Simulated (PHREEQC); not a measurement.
A made-up water analysis in mg/L, 28 °C, pH 5.75, pe 13: Na 0.00597; K 0.000196; Ca 0.0213; Mg 0.0143; Cl 0.046; S(6) as SO4 0.00837; Alkalinity as HCO3 0.059; Cu(2) 0.000675; F 8.01e-06.

Na is adjusted to close the charge balance.
Valence states are taken as typed.

Computed with PHREEQC (ion-association model, wateq4f.dat).

Precipitation was switched off in this run.

Estimate the ionic strength.

ionic strength 5.44e-6 mol/kgw.

In which forms is C present?

CO2 79 %, HCO3- 21 % of the C.
